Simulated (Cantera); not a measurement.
Input: 1 mol SiCl4, 0.93 mol Cl2, 1.3 mol H2, at 900 K and 13300 Pa.

Equilibrium computed with Cantera from the NASA thermochemical tables; the gas is ideal and each condensed phase is pure. Candidate condensed phases: Si; 19 gas species. Kinetics and transport are ignored.

Base state: HCl 0.576, SiCl4 0.309, H2 0.114, SiHCl3 0.000175 (mole fractions); condensed: gas only.

Q: What changes in the equilibrium state with this change: 0.031 mol NH3 added?

A: 
```tsv
species	before	after
HCl	0.576	0.565
SiCl4	0.309	0.304
H2	0.114	0.126
N2	0	0.00471
SiHCl3	0.000175	0.000193
```
Further candidate phases: NH4Cl, Si3N4.

Q: What changes in the equilibrium state with this change: SiCl4 replaced by Si?

A: 
```tsv
species	before	after
H2	0.114	0.712
SiCl4	0.309	0.221
SiHCl3	0.000175	0.0559
HCl	0.576	0.00802
SiH2Cl2	9.33e-9	0.00134
SiCl2	5.32e-9	0.000123
SiCl3	5.88e-6	0.000755
Si(s), mol	0	0.513
```
The tables' values for SiCl3 are old estimates; treat these amounts as uncertain.
